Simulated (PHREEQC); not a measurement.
0.22 g of hydrous ferric oxide (600 m²/g; 0.2 weak and 0.005 strong sites per Fe, Dzombak-Morel constants, diffuse double layer) in 1 kg of water with 0.05 mol/kgw of an inert sodium salt and 0.00035 mol/kgw MgCl2 and 7.3e-07 mol/kgw NaH2PO4, at 25 °C; the pH is set by adding NaOH or the inert anion's acid. Oxygen is held at 0.21 atm. No CO2 enters from the air. Nothing may precipitate in this run.

Base run: PHREEQC, ion-association model, wateq4f.dat. Each further column changes one thing. The table gives P sorbed (%).

```json
[
 {"pH": "3", "base": "100.0", "no electrostatic term (-no_edl)": "…", "background salt from 0.05 to 0.005 mol/kgw": "100.0", "oxide from 0.22 to 1.1 g/kgw": "100.0"},
 {"pH": "4", "base": "100.0", "no electrostatic term (-no_edl)": "…", "background salt from 0.05 to 0.005 mol/kgw": "100.0", "oxide from 0.22 to 1.1 g/kgw": "100.0"},
 {"pH": "4.5", "base": "100.0", "no electrostatic term (-no_edl)": "…", "background salt from 0.05 to 0.005 mol/kgw": "100.0", "oxide from 0.22 to 1.1 g/kgw": "100.0"},
 {"pH": "5.5", "base": "100.0", "no electrostatic term (-no_edl)": "…", "background salt from 0.05 to 0.005 mol/kgw": "100.0", "oxide from 0.22 to 1.1 g/kgw": "100.0"},
 {"pH": "6.5", "base": "100.0", "no electrostatic term (-no_edl)": "97.4", "background salt from 0.05 to 0.005 mol/kgw": "100.0", "oxide from 0.22 to 1.1 g/kgw": "100.0"},
 {"pH": "7.5", "base": "99.8", "no electrostatic term (-no_edl)": "98.2", "background salt from 0.05 to 0.005 mol/kgw": "99.9", "oxide from 0.22 to 1.1 g/kgw": "100.0"},
 {"pH": "8", "base": "99.3", "no electrostatic term (-no_edl)": "…", "background salt from 0.05 to 0.005 mol/kgw": "99.6", "oxide from 0.22 to 1.1 g/kgw": "99.8"},
 {"pH": "9", "base": "94.9", "no electrostatic term (-no_edl)": "…", "background salt from 0.05 to 0.005 mol/kgw": "97.2", "oxide from 0.22 to 1.1 g/kgw": "94.4"}
]
```

### Question
Some entries are withheld; supply them.

### Answer

- 3, no electrostatic term (-no_edl): 91.0
- 4, no electrostatic term (-no_edl): 91.9
- 4.5, no electrostatic term (-no_edl): 92.1
- 5.5, no electrostatic term (-no_edl): 93.8
- 8, no electrostatic term (-no_edl): 97.6
- 9, no electrostatic term (-no_edl): 92.8

H3PO4, which wateq4f.dat lacks, is added to it with the constant of phreeqc.dat. The oxide is taken as insoluble; below pH 4 it would dissolve.
